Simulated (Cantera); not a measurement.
Cantera run, input and output.

```python
import numpy as np
import cantera as ct

gas = ct.Solution("SiF4_NH3_mec.yaml", "gas")
gas.TPX = 2400, 100000, {'NH3': 1, 'H2': 2.1}
reactor = ct.IdealGasConstPressureReactor(gas, energy="off", clone=False)
net = ct.ReactorNet([reactor])
net.rtol, net.atol = 1e-08, 1e-18
show = ['NH3', 'H2', 'NH', 'N', 'NH2', 'N2H4']
times = np.geomspace(2e-05, 200, 11)

steps = ct.SolutionArray(gas, extra=["t"])
rows = []
print(f"{'t/s':>10s}{'T/K':>9s}{'P/Pa':>11s}" + "".join(f"{s:>11s}" for s in show))
for t in times:
    while net.time < t:
        t_next = net.step()
        steps.append(gas.state, t=t_next)
    rows.append([np.interp(t, steps.t, y) for y in (steps.T, steps.P, *steps(*show).X.T)])
    print(f"{t:10.3e}{rows[-1][0]:9.1f}{rows[-1][1]:11.4g}" + "".join(f"{x:11.3e}" for x in rows[-1][2:]))
rate = np.gradient(steps.T, steps.t)
print("integrator steps:", len(steps.t))
if steps.T.max() > steps.T[0] + 200:
    print(f"time of steepest temperature rise: {steps.t[rate.argmax()]:.4e} s")
gas.TPX = 2400, 100000, {'NH3': 1, 'H2': 2.1}
gas.equilibrate("TP")
print(f"equilibrium (TP): T = {gas.T:.1f} K  " + "  ".join(f"{s} {gas[s].X[0]:.3e}" for s in show))
```

Output:

```
       t/s      T/K       P/Pa        NH3         H2         NH          N        NH2       N2H4
 2.000e-05   2400.0      1e+05  3.181e-01  6.774e-01  9.316e-05  7.162e-06  2.350e-03  1.746e-07
 1.002e-04   2400.0      1e+05  2.936e-01  6.921e-01  1.262e-04  1.177e-05  2.636e-03  2.196e-07
 5.024e-04   2400.0      1e+05  1.993e-01  7.507e-01  1.128e-04  1.220e-05  2.021e-03  1.291e-07
 2.518e-03   2400.0      1e+05  3.417e-02  8.519e-01  6.567e-05  1.332e-05  6.194e-04  1.212e-08
 1.262e-02   2400.0      1e+05  1.424e-04  8.640e-01  2.648e-06  1.678e-06  7.920e-06  1.974e-12
 6.325e-02   2400.0      1e+05  1.688e-05  8.641e-01  3.152e-07  2.001e-07  9.405e-07  2.785e-14
 3.170e-01   2400.0      1e+05  4.141e-06  8.641e-01  7.735e-08  4.911e-08  2.308e-07  1.681e-15
 1.589e+00   2400.0      1e+05  3.252e-06  8.641e-01  6.075e-08  3.857e-08  1.812e-07  1.040e-15
 7.962e+00   2400.0      1e+05  3.252e-06  8.641e-01  6.075e-08  3.857e-08  1.812e-07  1.039e-15
 3.991e+01   2400.0      1e+05  3.252e-06  8.641e-01  6.075e-08  3.857e-08  1.812e-07  1.039e-15
 2.000e+02   2400.0      1e+05  3.252e-06  8.641e-01  6.075e-08  3.857e-08  1.812e-07  1.039e-15
integrator steps: 1396
equilibrium (TP): T = 2400.0 K  NH3 3.252e-06  H2 8.641e-01  NH 6.075e-08  N 3.857e-08  NH2 1.812e-07  N2H4 1.039e-15
```

Computed with Cantera and the gas-phase N/H chemistry of the illustrative SiF4/NH3 mechanism in the Surface Chemkin manual (1991). Walls and surfaces, which speed up NH3 decomposition in real reactors, are not modelled.
